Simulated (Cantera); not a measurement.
Mixture: CH4 : O2 : N2 = 1 : 2.56 : 15.1 (molar parts), at 820000 Pa, adiabatic and at constant pressure. Ignition delay is the time to a rise of 400 K.

Model: GRI-Mech 3.0 (53 species, 325 reactions), integrated in Cantera.

Task: At T0 = 1600 K, what is the delay, and which 8 reactions control it most (d ln τ / d ln k, from doubling and halving each rate constant)?

Result: The delay is 0.121 ms.
| reaction | d ln τ / d ln k | faster rate |
|---|---|---|
| CH3 + O2 <=> CH3O + O | -0.44 | shortens it |
| H + O2 <=> O + OH | -0.39 | shortens it |
| 2 CH3 (+M) <=> C2H6 (+M) | 0.34 | lengthens it |
| CH4 + H <=> CH3 + H2 | 0.25 | lengthens it |
| CH3 + HO2 <=> CH3O + OH | -0.22 | shortens it |
| CH3 + O2 <=> CH2O + OH | -0.16 | shortens it |
| CH2O + O2 <=> HCO + HO2 | -0.12 | shortens it |
| 2 CH3 <=> C2H5 + H | -0.10 | shortens it |
